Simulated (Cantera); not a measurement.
**Transport properties of process gases**

Gas mixture: C2H4 = 0.41 (molar parts), at 0.132 atm, frozen composition.

Cantera's kinetic-theory transport with the Lennard-Jones parameters of GRI-Mech 3.0, ideal gas; thermal conductivity in the multicomponent form. The composition is frozen, though it would react at the higher temperatures.

```json
[
 {"T (K)": "400", "ρ (kg/m³)": "0.112", "cp (J/kg/K)": "1877", "μ (µPa s)": "13.3", "λ (mW/m/K)": "33.5", "Pr": "0.748", "D (cm²/s) O": "3.19", "D (cm²/s) NO": "2.04", "D (cm²/s) CH4": "2.21"},
 {"T (K)": "600", "ρ (kg/m³)": "0.0750", "cp (J/kg/K)": "2529", "μ (µPa s)": "19.1", "λ (mW/m/K)": "64.4", "Pr": "0.750", "D (cm²/s) O": "6.51", "D (cm²/s) NO": "4.18", "D (cm²/s) CH4": "4.60"},
 {"T (K)": "800", "ρ (kg/m³)": "0.0562", "cp (J/kg/K)": "2991", "μ (µPa s)": "24.1", "λ (mW/m/K)": "96.0", "Pr": "0.750", "D (cm²/s) O": "10.7", "D (cm²/s) NO": "6.86", "D (cm²/s) CH4": "7.60"},
 {"T (K)": "1000", "ρ (kg/m³)": "0.0450", "cp (J/kg/K)": "3354", "μ (µPa s)": "28.5", "λ (mW/m/K)": "128", "Pr": "0.749", "D (cm²/s) O": "15.6", "D (cm²/s) NO": "10.0", "D (cm²/s) CH4": "11.2"},
 {"T (K)": "1200", "ρ (kg/m³)": "0.0375", "cp (J/kg/K)": "3625", "μ (µPa s)": "32.5", "λ (mW/m/K)": "158", "Pr": "0.748", "D (cm²/s) O": "21.1", "D (cm²/s) NO": "13.6", "D (cm²/s) CH4": "15.2"},
 {"T (K)": "1400", "ρ (kg/m³)": "0.0321", "cp (J/kg/K)": "3836", "μ (µPa s)": "36.2", "λ (mW/m/K)": "186", "Pr": "0.746", "D (cm²/s) O": "27.3", "D (cm²/s) NO": "17.7", "D (cm²/s) CH4": "19.7"},
 {"T (K)": "1600", "ρ (kg/m³)": "0.0281", "cp (J/kg/K)": "4000", "μ (µPa s)": "39.7", "λ (mW/m/K)": "213", "Pr": "0.745", "D (cm²/s) O": "34.2", "D (cm²/s) NO": "22.1", "D (cm²/s) CH4": "24.7"},
 {"T (K)": "1800", "ρ (kg/m³)": "0.0250", "cp (J/kg/K)": "4126", "μ (µPa s)": "42.9", "λ (mW/m/K)": "238", "Pr": "0.744", "D (cm²/s) O": "41.6", "D (cm²/s) NO": "26.9", "D (cm²/s) CH4": "30.0"}
]
```
D: mixture-averaged diffusion coefficient of that species in the mixture.
